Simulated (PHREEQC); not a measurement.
A PHREEQC input (ion-association model, wateq4f.dat):

```
SOLUTION 1
  temp 28
  units mg/L
  pH 7.47
  pe -0.9
  Na 14.4
  K 20
  Ca 24.3
  Mg 27
  Cl 14.2
  S(6) 91 as SO4
  Alkalinity 142 as HCO3
  Mn(2) 0.0742
END
USE solution 1
EQUILIBRIUM_PHASES 1
  Gypsum 0 0
  CO2(g) 3.4 10
END
```

The run finishes without an error or a warning.

Its last state differs from that of the intended input:

```tsv
quantity	as run	intended
pH	2.94	8.53
ionic strength (mol/kgw)	0.00783	0.00653
HCO3- (mol/kgw)	0.00361	0.00211
CO3-2 (mol/kgw)	2.03e-10	4.54e-5
MgCO3 (mol/kgw)	9.76e-11	2.26e-5
CaCO3 (mol/kgw)	9.59e-11	2.20e-5
SI of Rhodochrosite (MnCO3)	-4.85	+0.15
SI of Magnesite (MgCO3)	-4.94	+0.43
```

Task: One thing in the input isn't as intended. What explains the difference?

Result: One answer among several that fit: The fault: the CO2 pressure typed with the wrong sign of its logarithm. The line should read `CO2(g) -3.4` where the input has `CO2(g) 3.4`.
